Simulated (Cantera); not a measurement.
Adiabatic ignition

An adiabatic, constant-pressure homogeneous reactor starts with CH4 : H2 : O2 : N2 = 1 : 0.051 : 2.3 : 8.65 (molar parts), at 1200 K and 7350 Torr.

Computed with Cantera and GRI-Mech 3.0 (53 species, 325 reactions).

```tsv
t (s)	T (K)	x CH4	x H2	x O2	x CH3	x C2H	x H2O	x CH2CO
1.00e-6	1200	0.0833	0.00425	0.192	7.73e-9	<1e-12	2.64e-10	<1e-12
3.35e-6	1200	0.0833	0.00425	0.192	2.64e-8	<1e-12	1.56e-9	<1e-12
1.12e-5	1200	0.0833	0.00425	0.192	9.22e-8	<1e-12	1.25e-8	<1e-12
3.76e-5	1200	0.0833	0.00425	0.192	3.64e-7	<1e-12	1.49e-7	<1e-12
0.000126	1200	0.0833	0.00425	0.192	2.21e-6	<1e-12	2.95e-6	<1e-12
0.000422	1201	0.0832	0.00423	0.192	1.20e-5	<1e-12	0.000101	2.74e-10
0.00141	1209	0.0819	0.00418	0.191	2.38e-5	<1e-12	0.00138	1.20e-7
0.00474	2684	<1e-12	0.00454	0.0236	<1e-12	<1e-12	0.159	<1e-12
0.0159	2684	<1e-12	0.00454	0.0235	<1e-12	<1e-12	0.159	<1e-12
0.0532	2684	<1e-12	0.00454	0.0235	<1e-12	<1e-12	0.159	<1e-12
0.178	2684	<1e-12	0.00454	0.0235	<1e-12	<1e-12	0.159	<1e-12
0.597	2684	<1e-12	0.00454	0.0235	<1e-12	<1e-12	0.159	<1e-12
2.00	2684	<1e-12	0.00454	0.0235	<1e-12	<1e-12	0.159	<1e-12
```
x: mole fraction; the columns are a selection and need not sum to one.

time of steepest temperature rise: 2.41 ms
temperature at 2.00 s: 2684 K
equilibrium temperature: 2684 K
x(CH4) at 2.00 s: <1e-12 (gas-phase equilibrium <1e-12)
x(H2) at 2.00 s: 0.00454 (gas-phase equilibrium 0.00454)
x(O2) at 2.00 s: 0.0235 (gas-phase equilibrium 0.0235)
